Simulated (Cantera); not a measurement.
## Pyrogenic steam for wet oxidation

An isothermal, constant-pressure homogeneous reactor starts with 4.48 % H₂, 13.2 % O₂, 81.7 % N₂, 0.672 % H₂O, equivalence ratio 0.17, at 823 K and 0.150 bar.

Detailed kinetics in Cantera: GRI-Mech 3.0 (53 species, 325 reactions). Below about 950 K walls govern HO2 and H2O2 in real vessels. The temperature is held fixed by assumption; the heat of reaction is taken as removed at once.

```
t (s)         x H₂   x O₂     x NO₂      x OH      x NO    x H₂O₂       x H
--------  --------  -----  --------  --------  --------  --------  --------
4.00e-5     0.0448  0.132    <1e-12    <1e-12    <1e-12    <1e-12    <1e-12
0.000168    0.0448  0.132    <1e-12    <1e-12    <1e-12    <1e-12    <1e-12
0.000709    0.0448  0.132    <1e-12    <1e-12    <1e-12    <1e-12    <1e-12
0.00299     0.0448  0.132    <1e-12    <1e-12    <1e-12    <1e-12  6.41e-12
0.0126      0.0448  0.132    <1e-12  5.11e-11    <1e-12  5.04e-12  6.91e-10
0.0529      0.0136  0.118  1.03e-10   9.53e-6   4.19e-9   3.06e-6   2.11e-5
0.223       0.0113  0.117   3.76e-9   8.38e-9  5.67e-10   2.82e-5   2.19e-8
0.938       0.0112  0.117   3.58e-9   1.41e-8  7.42e-10   5.37e-5   3.46e-8
3.95       0.00999  0.116   3.46e-9   2.63e-8  8.73e-10  0.000144   5.16e-8
16.6       0.00559  0.114   3.66e-9   2.73e-8  6.75e-10  0.000146   2.98e-8
70.0      0.000681  0.112   4.05e-9   2.12e-8  2.97e-10   2.46e-5   3.06e-9
```
x: mole fraction; the columns are a selection and need not sum to one.

Equilibrium at this temperature and pressure: H₂ <1e-12, O₂ 0.112, NO₂ 1.51e-7, OH 1.72e-9, NO 2.22e-6, H₂O₂ 1.23e-12, H <1e-12 (gas phase only).
